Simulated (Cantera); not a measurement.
Input: 1 mol Si, 1.3 mol Cl2, 3.6 mol H2, equilibrated at 1675 K and 0.180 bar.

These are equilibrium values from Cantera (NASA tables, ideal gas, pure condensed phases), not measurements of a reactor. Candidate condensed phases: Si; 19 gas species. The tables' values for SiCl3, SiCl are old estimates; treat these amounts as uncertain. Equilibrium is a limit: real reactors are often held back by kinetics, nucleation or transport.

Base state: H2 0.656, HCl 0.169, SiCl2 0.157, SiCl3 0.0127, SiCl4 0.00214, SiHCl3 0.00150, H 0.000222, SiH2Cl2 0.000181 (mole fractions); condensed: Si(s).

Problem. What changes in the equilibrium state with this change: temperature from 1675 K to 1700 K?

Solution. 
| species | before | after |
|---|---|---|
| H2 | 0.656 | 0.655 |
| HCl | 0.169 | 0.171 |
| SiCl2 | 0.157 | 0.160 |
| SiCl3 | 0.0127 | 0.0115 |
| SiCl | 4.10e-5 | 5.48e-5 |
| SiCl4 | 0.00214 | 0.00163 |
| Cl | 4.46e-5 | 5.70e-5 |
| Si(s), mol | 0.155 | 0 |
| Si(l), mol | 0 | 0.154 |

Problem. What changes in the equilibrium state with this change: temperature from 1675 K to 1150 K?

Solution. 
| species | before | after |
|---|---|---|
| H2 | 0.656 | 0.796 |
| SiCl4 | 0.00214 | 0.104 |
| HCl | 0.169 | 0.0504 |
| SiCl2 | 0.157 | 0.00701 |
| SiHCl3 | 0.00150 | 0.0333 |
| SiCl3 | 0.0127 | 0.00815 |
| SiCl | 4.10e-5 | <1e-9 |
| Cl | 4.46e-5 | 8.74e-9 |
| H | 0.000222 | 1.57e-7 |
| SiH2Cl2 | 0.000181 | 0.00134 |
| Si(s), mol | 0.155 | 0.342 |
The tables' values for SiCl3 are old estimates; treat these amounts as uncertain.
